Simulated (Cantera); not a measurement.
A closed system holds: 1 mol CaO, 11 mol Cl2, 0.9 mol O2, at 1623 K and 0.0133 bar.

Cantera equilibrium calculation (NASA polynomials, part measured and part estimated; ideal gas, pure solids and liquids). Candidate condensed phases: Ca, CaCl2, CaO; 11 gas species. Equilibrium is a limit: real reactors are often held back by kinetics, nucleation or transport.

Base state: Cl 0.579, Cl2 0.283, O2 0.0800, CaCl2 0.0573, ClO 0.000402, O 4.66e-5 (mole fractions); condensed: gas only.

Q: What changes in the equilibrium state with this change: pressure from 0.0133 bar to 0.210 bar?

A: 
| species | before | after |
|---|---|---|
| Cl2 | 0.283 | 0.639 |
| Cl | 0.579 | 0.219 |
| O2 | 0.0800 | 0.104 |
| CaCl2 | 0.0573 | 0.0368 |
| O | 4.66e-5 | 1.34e-5 |
| ClO | 0.000402 | 0.000690 |
| CaCl2(l), mol | 0 | 0.509 |
Condensed phases not in the tables: oxide chlorides.
